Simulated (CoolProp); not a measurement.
Normal hydrogen at 25.4 K and 0.0499 MPa is throttled through a valve to 0.0241 MPa with no heat exchange. Each further row changes one setting.

The numbers come from the reference Helmholtz-energy equation of state, Leachman 2009 in CoolProp.

```
case                         temperature change (K)  final density (kg/m³)
---------------------------  ----------------------  ---------------------
as stated                                       [?]                    [?]
outlet pressure 0.00723 MPa                     [?]                    [?]
outlet pressure 0.0313 MPa                     -0.2                  0.306
```

Fill in the missing entries.


- as stated, temperature change (K): -0.3
- as stated, final density (kg/m³): 0.236
- outlet pressure 0.00723 MPa, temperature change (K): -0.5
- outlet pressure 0.00723 MPa, final density (kg/m³): 0.0708
